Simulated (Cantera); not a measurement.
A closed system holds: 1 mol CCl₄, 3.8 mol H₂, held at 2998 K and 0.000360 bar.

Cantera equilibrium calculation (NASA polynomials, part measured and part estimated; ideal gas, pure solids and liquids). Candidate condensed phases: C, C₆H₆, C₇H₈, C₈H₁₈; 91 gas species. Rates play no part.

Base state: H 0.612, Cl 0.326, C 0.0339, C₃ 0.0125, H₂ 0.00548, C₂ 0.00517, HCl 0.00428, C₂H 0.000390 (mole fractions); condensed: gas only.

### Question
What changes in the equilibrium state with this change: CCl₄ replaced by C₂F₆?

### Answer
```csv
species,before,after
H,0.612,0.399
F,0,0.258
HF,0,0.244
Cl,0.326,0
C₃,0.0125,0.0313
C,0.0339,0.0460
CF,0,0.00989
HCl,0.00428,0
CF₂,0,4.86e-5
```
The feed counts by its element totals alone.

### Question
What changes in the equilibrium state with this change: temperature from 2998 K to 2073.15 K?

### Answer
```tsv
species	before	after
HCl	0.00428	0.529
H₂	0.00548	0.295
Cl	0.326	0.0998
H	0.612	0.0754
C	0.0339	3.87e-7
C₃	0.0125	4.37e-7
C₂	0.00517	3.74e-8
C₅	1.36e-5	<1e-9
C₄	1.03e-5	<1e-9
C(graphite), mol	0	0.995
```
